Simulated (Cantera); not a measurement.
Charge: 1 mol Si2H6, 0.84 mol N2O, 80 mol H2, at 7.40 Pa.

Method: chemical equilibrium by Gibbs-energy minimisation in Cantera with the NASA 1993 tables (ideal gas, pure condensed phases). Candidate condensed phases: H2O, Si, SiO2, Si2N2O, Si3N4; 35 gas species. The feed counts by its element totals alone. Mutual solubility and eutectic melting of coexisting phases are not modelled. Rates play no part. All values below are at 1198 K.

Base state: H2 1.000, H 2.21e-5, N2 2.03e-5, SiO 2.03e-5 (mole fractions); condensed: Si(s) + Si2N2O(s).

**Question.** What changes in the equilibrium state with this change: Si2H6 replaced by TEOS?

**Answer.** 
```csv
species,before,after
H2,1.000,0.941
CO,0,0.0506
N2,2.03e-5,0.00878
SiO,2.03e-5,2.02e-5
H,2.21e-5,2.14e-5
"Si(s), mol",0.322,0
"Si2N2O(s), mol",0.838,0
"C(graphite), mol",0,2.16
"SiC(s), mol",0,0.998
```
Further candidate phases: C, C6H6, C7H8, C8H18, SiC.
